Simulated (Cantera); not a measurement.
An adiabatic, constant-pressure homogeneous reactor starts with CH₄ : H₂ : O₂ : N₂ = 1 : 1.5 : 1.25 : 4.7 (molar parts), equivalence ratio 2.2, at 1373 K and 1.00 bar.

Cantera simulation using GRI-Mech 3.0 (53 species, 325 reactions); the numbers are that mechanism's predictions, not measurements.

x: mole fraction; the columns are a selection and need not sum to one.

```json
[
 {"t (s)": "1.00e-6", "T (K)": "1373", "x CH₄": "0.118", "x H₂": "0.178", "x O₂": "0.148", "x OH": "1.87e-9", "x CH₂O": "3.27e-11", "x NO₂": "<1e-12", "x CH₃": "(withheld)"},
 {"t (s)": "3.47e-6", "T (K)": "1373", "x CH₄": "0.118", "x H₂": "0.178", "x O₂": "0.148", "x OH": "4.64e-9", "x CH₂O": "6.71e-10", "x NO₂": "<1e-12", "x CH₃": "(withheld)"},
 {"t (s)": "1.20e-5", "T (K)": "1373", "x CH₄": "0.118", "x H₂": "0.178", "x O₂": "0.148", "x OH": "1.62e-8", "x CH₂O": "1.38e-8", "x NO₂": "<1e-12", "x CH₃": "(withheld)"},
 {"t (s)": "4.16e-5", "T (K)": "1373", "x CH₄": "0.118", "x H₂": "0.177", "x O₂": "0.148", "x OH": "2.53e-7", "x CH₂O": "6.58e-7", "x NO₂": "<1e-12", "x CH₃": "(withheld)"},
 {"t (s)": "0.000144", "T (K)": "1407", "x CH₄": "0.113", "x H₂": "0.175", "x O₂": "0.144", "x OH": "1.70e-5", "x CH₂O": "0.000556", "x NO₂": "<1e-12", "x CH₃": "(withheld)"},
 {"t (s)": "0.000500", "T (K)": "2474", "x CH₄": "0.000290", "x H₂": "0.221", "x O₂": "5.91e-6", "x OH": "0.000998", "x CH₂O": "3.10e-6", "x NO₂": "7.81e-10", "x CH₃": "(withheld)"},
 {"t (s)": "0.00173", "T (K)": "2456", "x CH₄": "4.99e-11", "x H₂": "0.223", "x O₂": "9.57e-6", "x OH": "0.00124", "x CH₂O": "8.79e-9", "x NO₂": "1.61e-9", "x CH₃": "3.80e-11"},
 {"t (s)": "0.00600", "T (K)": "2454", "x CH₄": "2.81e-11", "x H₂": "0.223", "x O₂": "1.03e-5", "x OH": "0.00128", "x CH₂O": "8.69e-9", "x NO₂": "1.27e-9", "x CH₃": "2.22e-11"},
 {"t (s)": "0.0208", "T (K)": "2454", "x CH₄": "2.77e-11", "x H₂": "0.223", "x O₂": "1.03e-5", "x OH": "0.00129", "x CH₂O": "8.69e-9", "x NO₂": "8.84e-10", "x CH₃": "2.18e-11"},
 {"t (s)": "0.0721", "T (K)": "2454", "x CH₄": "2.76e-11", "x H₂": "0.223", "x O₂": "1.03e-5", "x OH": "0.00129", "x CH₂O": "8.68e-9", "x NO₂": "7.84e-10", "x CH₃": "2.18e-11"},
 {"t (s)": "0.250", "T (K)": "2454", "x CH₄": "2.76e-11", "x H₂": "0.223", "x O₂": "1.03e-5", "x OH": "0.00129", "x CH₂O": "8.68e-9", "x NO₂": "7.83e-10", "x CH₃": "2.18e-11"},
 {"t (s)": "0.866", "T (K)": "2454", "x CH₄": "2.76e-11", "x H₂": "0.223", "x O₂": "1.03e-5", "x OH": "0.00129", "x CH₂O": "8.68e-9", "x NO₂": "7.83e-10", "x CH₃": "2.18e-11"},
 {"t (s)": "3.00", "T (K)": "2454", "x CH₄": "2.76e-11", "x H₂": "0.223", "x O₂": "1.03e-5", "x OH": "0.00129", "x CH₂O": "8.68e-9", "x NO₂": "7.83e-10", "x CH₃": "2.18e-11"}
]
```

Q: Some entries are withheld; supply them.

A: 
- 1.00e-6, x CH₃: 3.67e-8
- 3.47e-6, x CH₃: 2.07e-7
- 1.20e-5, x CH₃: 1.24e-6
- 4.16e-5, x CH₃: 2.28e-5
- 0.000144, x CH₃: 0.00120
- 0.000500, x CH₃: 0.000172
